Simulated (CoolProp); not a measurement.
Vapour-liquid equilibrium of CH2F2 (R32) (1) + methanol (2) at 10.35 °C; x and y are mole fractions of (1).

The numbers come from the multi-fluid Helmholtz-energy mixture model, Tillner-Roth 1997 and de Reuck 1993; pair parameters Bell 2016 in CoolProp.

**Question.** Give the bubble pressure and the first vapour's composition at x = 0.15, 0.25, 0.65. Is there an azeotrope?

**Answer.** x = 0.15: 0.4590 MPa, y = 0.983; x = 0.25: 0.6429 MPa, y = 0.988; x = 0.65: 0.8805 MPa, y = 0.992. No azeotrope shows between x = 0.05 and 0.95.

Pair parameters are fitted to limited data, so mixtures are less certain than the pure fluids. The gap from Raoult's law changes sign with composition, which may be real or a fault of the pair parameters; it wasn't checked against measurements. With so large a gap from Raoult's law the liquid may split in two, which this calculation doesn't test in full.
